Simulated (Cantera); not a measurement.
Mixture: H₂ : O₂ : N₂ : H₂O = 1 : 0.5 : 1.88 : 0.29 (molar parts), at 9750 Torr, adiabatic and at constant pressure. Ignition delay is the time to a rise of 400 K.

Detailed kinetics in Cantera: GRI-Mech 3.0 (53 species, 325 reactions). The hydrogen kinetics of GRI-Mech 3.0 are dated; newer H2 mechanisms differ, most at raised pressure. The pressure lies above the range GRI-Mech 3.0 was tuned for (to about 10 atm). Below about 950 K walls govern HO2 and H2O2 in real vessels.

Question: Predict: delay at 898 K; delay at 998 K; delay at 1098 K; delay at 1198 K; delay at 1298 K; apparent activation energy between 1198 and 1298 K.

Answer: 
- delay at 898 K = 0.103 s
- delay at 998 K = 9.01 ms
- delay at 1098 K = 1.19 ms
- delay at 1198 K = 0.194 ms
- delay at 1298 K = 30.9 µs
- apparent activation energy between 1198 and 1298 K = 240 kJ/mol
